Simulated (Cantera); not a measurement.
**Catalytic stagnation flow on Pt**

A jet of 4.06 % H2, 9.22 % O2, 86.7 % N2, equivalence ratio 0.22 at 300 K and 0.320 bar hits a platinum plate 7.5 cm away at a mass flux of 0.021 kg/m²/s; the plate temperature is set and raised in steps from an oxygen-covered start.

Model: Deutschmann's 1995 Pt surface mechanism with GRI-Mech 3.0 gas chemistry, integrated in Cantera. Catalytic surfaces can have several steady states; this one follows from the mechanism file's or the stated starting coverage.

```
plate T (K)  wall x H2  wall x O2  wall x H2O  wall x OH  θ free Pt   θ O*    θ OH*
-----------  ---------  ---------  ----------  ---------  ---------  -----  -------
600           0.000994     0.0499      0.0766      <1e-8     0.0327  0.955   0.0120
650           0.000983     0.0500      0.0762      <1e-8     0.0346  0.957  0.00805
700           0.000916     0.0501      0.0759      <1e-8     0.0389  0.955  0.00588
750           0.000708     0.0499      0.0758      <1e-8     0.0520  0.943  0.00490
800           0.000477     0.0498      0.0759      <1e-8     0.0803  0.915  0.00452
```
x: mole fraction at the wall; θ: surface coverage.
